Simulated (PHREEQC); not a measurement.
Solution (25 °C): 16 mmol/kgw Al2(SO4)3, 0.81 mmol/kgw ZnCl2, 0.033 mmol/kgw HCl and 6.7 mmol/kgw Na2SO4. Closed to the air; pH follows from the charge balance.

All values are PHREEQC results (ion-association model, phreeqc.dat), not measurements.

| quantity | before | after |
|---|---|---|
| pH | 4.00 | 2.76 |
| ionic strength (mol/kgw) | 0.0788 | 0.0808 |
| SO4-2 (mol/kgw) | 0.0198 | 0.0206 |
| Na+ (mol/kgw) | 0.0129 | 0.0129 |
| NaSO4- (mol/kgw) | 0.000512 | 0.000528 |
| Zn+2 (mol/kgw) | 0.000434 | 0.000427 |
| SI of Halite (NaCl) | -6.45 | -6.45 |
| SI of Zn(OH)2(e) (Zn(OH)2) | -7.25 | -9.75 |

**Question.** Name the change that produced these shifts.
A. Al2(SO4)3 replaced by Fe2(SO4)3 at the same molality
B. HCl replaced by CuCl2 at the same molality
C. diluted 2-fold with water
D. Al2(SO4)3 from 0.016 to 0.008 mol/kgw
E. HCl from 3.3e-05 to 0.000165 mol/kgw

**Answer.** A, Al2(SO4)3 replaced by Fe2(SO4)3 at the same molality

No solid was allowed to form. Some of these states are supersaturated (in Gibbsite (slow to form), Hematite (slow to form), Goethite (slow to form), for instance).
